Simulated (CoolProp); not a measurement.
Vapour-liquid equilibrium of diethyl ether (1) + methanol (2) at 352.3 K; x and y are mole fractions of (1).

Model: multi-fluid Helmholtz-energy mixture model, Thol 2014 and de Reuck 1993; pair parameters Bell 2016, in CoolProp.

Problem. Give the bubble pressure and the first vapour's composition at x = 0.5, 0.65, 0.95. Is there an azeotrope?

Solution. x = 0.5: 368.8 kPa, y = 0.671; x = 0.65: 387.4 kPa, y = 0.738; x = 0.95: 398.2 kPa, y = 0.943. y crosses x between x = 0.8 and 0.95: the model has an azeotrope there.

Pair parameters are fitted to limited data, so mixtures are less certain than the pure fluids.
